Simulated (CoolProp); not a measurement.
Vapour-liquid equilibrium of propylene (1) + R114 (2) at 55.35 °C; x and y are mole fractions of (1).

Computed with CoolProp (multi-fluid Helmholtz-energy mixture model, Lemmon 2013 and Platzer 1990; pair parameters Bell 2016). This equation is an older, rougher fit; its heat capacities, sound speeds and derivatives of the liquid may be far off and weren't checked against measurements.

| x | bubble pressure, mixture model (MPa) | bubble pressure, Raoult's law (MPa) | y, mixture model | y, Raoult's law |
|---|---|---|---|---|
| 0.05 | 0.6157 | 0.6039 | 0.182 | 0.190 |
| 0.125 | 0.7683 | 0.7377 | 0.369 | 0.389 |
| 0.2 | 0.9191 | 0.8715 | 0.496 | 0.528 |
| 0.275 | 1.066 | 1.005 | 0.587 | 0.629 |
| 0.35 | 1.206 | 1.139 | 0.656 | 0.706 |
| 0.425 | 1.341 | 1.273 | 0.711 | 0.767 |
| 0.5 | 1.470 | 1.407 | 0.757 | 0.817 |
| 0.575 | 1.595 | 1.540 | 0.797 | 0.858 |
| 0.65 | 1.718 | 1.674 | 0.833 | 0.892 |
| 0.725 | 1.839 | 1.808 | 0.867 | 0.922 |
| 0.8 | 1.960 | 1.942 | 0.902 | 0.947 |
| 0.875 | 2.084 | 2.076 | 0.937 | 0.969 |
| 0.95 | 2.212 | 2.209 | 0.974 | 0.988 |

The largest gap from Raoult's law is +6.1 % in bubble pressure, at x = 0.275. No azeotrope shows between x = 0.05 and 0.95.

Pair parameters are fitted to limited data, so mixtures are less certain than the pure fluids.
